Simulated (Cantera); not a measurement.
Cantera with NASA thermochemical tables; ideal gases at 1 bar, condensed phases pure. Values are per mole of reaction as written; species without (g) are pure solids or liquids, kept so even where they would boil at 1 bar.

Nb + 2 H2O(g) = 2 H2(g) + NbO2(g)

| T (K) | ΔH° (kJ) | ΔS° (J/K) | ΔG° (kJ) | log10 K |
|---|---|---|---|---|
| 300 | 283.7 | 120.2 | 247.6 | -43.11 |
| 523 | 286.3 | 126.7 | 220.0 | -21.97 |
| 623 | 287.5 | 128.8 | 207.2 | -17.38 |
| 723 | 288.6 | 130.5 | 194.3 | -14.04 |
| 823 | 289.6 | 131.7 | 181.2 | -11.50 |
| 923 | [?] | [?] | [?] | [?] |
| 1023 | [?] | [?] | [?] | [?] |

**Question.** Complete the blanks.

**Answer.** 
- 923, ΔH° (kJ): 290.3
- 923, ΔS° (J/K): 132.6
- 923, ΔG° (kJ): 167.9
- 923, log10 K: -9.50
- 1023, ΔH° (kJ): 291.0
- 1023, ΔS° (J/K): 133.2
- 1023, ΔG° (kJ): 154.6
- 1023, log10 K: -7.90
